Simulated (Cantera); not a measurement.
A perfectly stirred reactor is fed with 15.2 % CH₄, 17.9 % O₂, 67.0 % N₂, equivalence ratio 1.7, at 500000 Pa; it is adiabatic with a 575 K inlet, and is followed from long to short residence time, starting on the burning branch (τ in s: 0.041, 0.018, 0.0079, 0.0034, 0.0015, 0.00065, 0.00028, 0.00012, 5.4e-05, 2.4e-05, 1e-05).

Cantera simulation using GRI-Mech 3.0 (53 species, 325 reactions); the numbers are that mechanism's predictions, not measurements.

Problem. Predict: blow-out, bracketed by the residence times tried; x(CH₄) at τ = 41.0 ms; x(O₂) at τ = 41.0 ms; x(H₂O) at τ = 41.0 ms; x(CO) at τ = 41.0 ms; x(CH₂O) at τ = 41.0 ms; x(CH₄) at τ = 0.650 ms; x(O₂) at τ = 0.650 ms; x(H₂O) at τ = 0.650 ms; x(CO) at τ = 0.650 ms; x(CH₂O) at τ = 0.650 ms.

Solution. 
```json
{
 "blow_out_bracketed_by_the_residence_times_tried": "burning at 0.650 ms, out at 0.280 ms",
 "x(CH₄) at τ = 41.0 ms": "0.00371",
 "x(O₂) at τ = 41.0 ms": "0.000216",
 "x(H₂O) at τ = 41.0 ms": "0.161",
 "x(CO) at τ = 41.0 ms": "0.0955",
 "x(CH₂O) at τ = 41.0 ms": "4.01e-6",
 "x(CH₄) at τ = 0.650 ms": "0.0143",
 "x(O₂) at τ = 0.650 ms": "0.00809",
 "x(H₂O) at τ = 0.650 ms": "0.173",
 "x(CO) at τ = 0.650 ms": "0.0771",
 "x(CH₂O) at τ = 0.650 ms": "8.64e-5"
}
```
